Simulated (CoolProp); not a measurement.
R1233zd(E) along the isotherm 176.85 °C: Z from the reference equation and from simpler models built on Tc = 165.7 °C, pc = 3.583 MPa, ω = 0.304; each cubic takes its own stable root.

Computed with CoolProp (reference Helmholtz-energy equation of state, Akasaka 2022).

```json
[
 {"p (MPa)": "2.56", "phase": "gas", "reference": "0.7193", "van der Waals": "0.7487", "Redlich-Kwong": "0.7258", "Soave-Redlich-Kwong": "0.7319", "Peng-Robinson": "0.7083"},
 {"p (MPa)": "5.12", "phase": "supercritical", "reference": "0.2573", "van der Waals": "0.3514", "Redlich-Kwong": "0.3069", "Soave-Redlich-Kwong": "0.3190", "Peng-Robinson": "0.2917"},
 {"p (MPa)": "7.68", "phase": "supercritical", "reference": "0.3275", "van der Waals": "0.4560", "Redlich-Kwong": "0.3789", "Soave-Redlich-Kwong": "0.3851", "Peng-Robinson": "0.3483"},
 {"p (MPa)": "10.2", "phase": "supercritical", "reference": "0.4077", "van der Waals": "0.5662", "Redlich-Kwong": "0.4612", "Soave-Redlich-Kwong": "0.4664", "Peng-Robinson": "0.4207"},
 {"p (MPa)": "12.8", "phase": "supercritical", "reference": "0.4901", "van der Waals": "0.6787", "Redlich-Kwong": "0.5457", "Soave-Redlich-Kwong": "0.5504", "Peng-Robinson": "0.4958"},
 {"p (MPa)": "15.4", "phase": "supercritical", "reference": "0.5712", "van der Waals": "0.7894", "Redlich-Kwong": "0.6285", "Soave-Redlich-Kwong": "0.6331", "Peng-Robinson": "0.5699"},
 {"p (MPa)": "17.9", "phase": "supercritical", "reference": "0.6479", "van der Waals": "0.8942", "Redlich-Kwong": "0.7067", "Soave-Redlich-Kwong": "0.7110", "Peng-Robinson": "0.6399"},
 {"p (MPa)": "20.5", "phase": "supercritical", "reference": "0.7263", "van der Waals": "1.002", "Redlich-Kwong": "0.7865", "Soave-Redlich-Kwong": "0.7908", "Peng-Robinson": "0.7115"},
 {"p (MPa)": "23", "phase": "supercritical", "reference": "0.8007", "van der Waals": "1.104", "Redlich-Kwong": "0.8620", "Soave-Redlich-Kwong": "0.8662", "Peng-Robinson": "0.7794"},
 {"p (MPa)": "25.6", "phase": "supercritical", "reference": "0.8770", "van der Waals": "1.209", "Redlich-Kwong": "0.9394", "Soave-Redlich-Kwong": "0.9436", "Peng-Robinson": "0.8490"},
 {"p (MPa)": "28.2", "phase": "supercritical", "reference": "0.9523", "van der Waals": "1.312", "Redlich-Kwong": "1.016", "Soave-Redlich-Kwong": "1.020", "Peng-Robinson": "0.9178"},
 {"p (MPa)": "30.7", "phase": "supercritical", "reference": "1.024", "van der Waals": "1.411", "Redlich-Kwong": "1.088", "Soave-Redlich-Kwong": "1.092", "Peng-Robinson": "0.9832"},
 {"p (MPa)": "33.3", "phase": "supercritical", "reference": "1.098", "van der Waals": "1.514", "Redlich-Kwong": "1.163", "Soave-Redlich-Kwong": "1.167", "Peng-Robinson": "1.050"},
 {"p (MPa)": "35.8", "phase": "supercritical", "reference": "1.168", "van der Waals": "1.611", "Redlich-Kwong": "1.234", "Soave-Redlich-Kwong": "1.238", "Peng-Robinson": "1.115"}
]
```
